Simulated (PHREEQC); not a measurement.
**Polishing slurry liquid (model solution)**

Consider water at 20 °C with 0.2 mol KOH, 0.03 mol K2SO4 and 0.66 mol KH2PO4 per kg of water. Closed to the air; pH follows from the charge balance.

Model: ion-association model, phreeqc.dat, run in PHREEQC.

Precipitation was switched off in this run.

Predict the pH, activity of water, ionic strength.

pH 6.17; activity of water 0.974; ionic strength 1.04 mol/kgw.

In which forms is K present?

K+ 94 %, KHPO4- 4.5 %, KSO4- 1.4 % of the K.

Ionic strength above about 0.7 mol/kgw puts this run outside the model's range. Species that the database lacks are ignored.
